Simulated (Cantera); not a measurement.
A closed system holds: 1 mol Cu, 2 mol CO₂, 58 mol H₂, held at 775 K and 13.3 mbar.

Equilibrium computed with Cantera from the NASA thermochemical tables; the gas is ideal and each condensed phase is pure. Candidate condensed phases: C, C₆H₆, C₇H₈, C₈H₁₈, Cu, CuO, Cu(OH)₂, Cu₂O, H₂O; 113 gas species. The numbers say what is thermodynamically allowed, not how fast it happens.

What is the equilibrium state?


```
Quantity                                    Value
--------------------------------------  ---------
x(H₂)                                       0.929
x(H₂O)                                     0.0372
x(CO)                                      0.0218
x(CH₄)                                    0.00770
x(CO₂)                                    0.00439
n(Cu(s))                                 1.00 mol
gas amount                              59.09 mol
log10 activity of C(graphite) (absent)      -0.49
log10 activity of Cu(OH)₂(s) (absent)      -15.29
```
